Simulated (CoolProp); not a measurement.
Vapour-liquid equilibrium of CH3F (R41) (1) + chloromethane (R40) (2) at -36.75 °C; x and y are mole fractions of (1).

Values from CoolProp's multi-fluid Helmholtz-energy mixture model, Lemmon 2006 and Thol 2014; pair parameters Bell 2016.

Problem. Give the bubble pressure and the first vapour's composition at x = 0.05, 0.35, 0.45. Is there an azeotrope?

Solution. x = 0.05: 89.81 kPa, y = 0.397; x = 0.35: 281.8 kPa, y = 0.855; x = 0.45: 340.1 kPa, y = 0.894. No azeotrope shows between x = 0.05 and 0.95.

The pair parameters rest on a limited set of measurements; away from them the model extrapolates.
